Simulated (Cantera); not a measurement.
## Moist CO burnout

An isothermal, constant-pressure homogeneous reactor starts with 0.696 % CO, 3.81 % O2, 2.69 % H2O, 92.8 % N2, equivalence ratio 0.091, at 1098 K and 63000 Pa.

Detailed kinetics in Cantera: GRI-Mech 3.0 (53 species, 325 reactions).

```json
[
 {"t (s)": "8.00e-6", "x CO": "0.00696", "x O2": "0.0381", "x H2O": "0.0269", "x OH": "<1e-12", "x NO2": "<1e-12", "x H2": "<1e-12", "x H": "<1e-12"},
 {"t (s)": "6.00e-5", "x CO": "0.00696", "x O2": "0.0381", "x H2O": "0.0269", "x OH": "6.57e-12", "x NO2": "<1e-12", "x H2": "<1e-12", "x H": "1.04e-12"},
 {"t (s)": "0.000450", "x CO": "0.00696", "x O2": "0.0381", "x H2O": "0.0269", "x OH": "2.29e-10", "x NO2": "<1e-12", "x H2": "1.43e-11", "x H": "6.56e-11"},
 {"t (s)": "0.00337", "x CO": "0.00696", "x O2": "0.0380", "x H2O": "0.0269", "x OH": "2.93e-7", "x NO2": "<1e-12", "x H2": "5.75e-8", "x H": "8.79e-8"},
 {"t (s)": "0.0253", "x CO": "0.00138", "x O2": "0.0353", "x H2O": "0.0269", "x OH": "3.41e-5", "x NO2": "1.55e-10", "x H2": "2.38e-5", "x H": "4.34e-6"},
 {"t (s)": "0.190", "x CO": "3.10e-5", "x O2": "0.0347", "x H2O": "0.0270", "x OH": "6.74e-6", "x NO2": "6.20e-10", "x H2": "4.18e-7", "x H": "2.00e-8"},
 {"t (s)": "1.42", "x CO": "2.65e-7", "x O2": "0.0347", "x H2O": "0.0270", "x OH": "1.07e-6", "x NO2": "1.57e-10", "x H2": "5.50e-9", "x H": "4.41e-11"},
 {"t (s)": "10.7", "x CO": "2.67e-10", "x O2": "0.0347", "x H2O": "0.0270", "x OH": "3.14e-7", "x NO2": "7.30e-11", "x H2": "3.24e-10", "x H": "<1e-12"},
 {"t (s)": "80.0", "x CO": "6.21e-11", "x O2": "0.0347", "x H2O": "0.0270", "x OH": "2.53e-7", "x NO2": "9.31e-11", "x H2": "2.38e-10", "x H": "<1e-12"}
]
```
x: mole fraction; the columns are a selection and need not sum to one.

Equilibrium at this temperature and pressure: CO 6.01e-11, O2 0.0347, H2O 0.0270, OH 2.46e-7, NO2 3.45e-7, H2 2.31e-10, H <1e-12 (gas phase only).
